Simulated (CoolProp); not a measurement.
Values from CoolProp's reference Helmholtz-energy equation of state, Lemmon 2005.

Question: For R125, give the phase and the cp (kJ/(kg K)), conductivity (mW/(m K)) at -29.45 °C and 0.965 bar; -29.45 °C and 1.72 bar; -29.45 °C and 54.3 bar.

Answer: 
- -29.45 °C and 0.965 bar: gas; cp 0.719, conductivity 10.0
- -29.45 °C and 1.72 bar: gas; cp 0.738, conductivity 10.1
- -29.45 °C and 54.3 bar: liquid; cp 1.14, conductivity 86.0

Thermal conductivity comes from a separate model (Perkins 2006).
